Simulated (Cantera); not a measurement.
**Hydrocarbon pyrolysis for carbon deposition**

An isothermal, constant-pressure homogeneous reactor starts with C2H6 : H2 = 1 : 4.1 (molar parts), at 1923 K and 1.01 bar.

Computed with Cantera and GRI-Mech 3.0 (53 species, 325 reactions). GRI-Mech 3.0 stops at C3 and has no aromatics, soot or wall deposition, so with more carbon than oxygen in the feed, carbon stays in small species such as C2H2 where larger ones or solid carbon would form.

```
t (s)       x C2H6   x H2   x C2H4  x C2H2     x CH3    x C2H       x H
--------  --------  -----  -------  ------  --------  -------  --------
4.00e-6     0.0153  0.731   0.0537  0.0154    0.0226  1.17e-6   0.00391
1.69e-5   0.000727  0.741   0.0342  0.0470   0.00528  1.05e-6   0.00116
7.11e-5   0.000204  0.751   0.0124  0.0707   0.00285  9.05e-7  0.000677
0.000300  0.000154  0.768  0.00275  0.0878   0.00252  1.17e-6  0.000717
0.00126    6.23e-5  0.802  0.00168   0.108   0.00162  1.47e-6  0.000768
0.00533    9.99e-6  0.837  0.00125   0.128  0.000652  1.80e-6  0.000831
0.0225     1.32e-6  0.851  0.00123   0.136  0.000216  1.96e-6  0.000865
0.0949     7.63e-7  0.853  0.00124   0.137  0.000148  1.99e-6  0.000871
0.400      7.61e-7  0.853  0.00124   0.137  0.000148  1.99e-6  0.000871
1.69       7.61e-7  0.853  0.00124   0.137  0.000148  1.99e-6  0.000871
7.11       7.61e-7  0.853  0.00124   0.137  0.000148  1.99e-6  0.000871
30.0       7.61e-7  0.853  0.00124   0.137  0.000148  1.99e-6  0.000871
```
x: mole fraction; the columns are a selection and need not sum to one.

Equilibrium at this temperature and pressure: C2H6 7.61e-7, H2 0.853, C2H4 0.00124, C2H2 0.137, CH3 0.000148, C2H 1.99e-6, H 0.000871 (gas phase only).
